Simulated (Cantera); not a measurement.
A closed system holds: 1 mol HgO, 5.2 mol H₂, held at 1252 °C and 0.133 bar.

These are equilibrium values from Cantera (NASA tables, ideal gas, pure condensed phases), not measurements of a reactor. Candidate condensed phases: H₂O, Hg, HgO; 10 gas species. Kinetics and transport are ignored.

Base state: H₂ 0.677, H₂O 0.161, Hg 0.161, H 5.33e-5 (mole fractions); condensed: gas only.

Q: What changes in the equilibrium state with this change: HgO replaced by Hg?

A: 
```
species   before    after
-------  -------  -------
H₂         0.677    0.839
Hg         0.161    0.161
H        5.33e-5  5.93e-5
H₂O        0.161        0
```
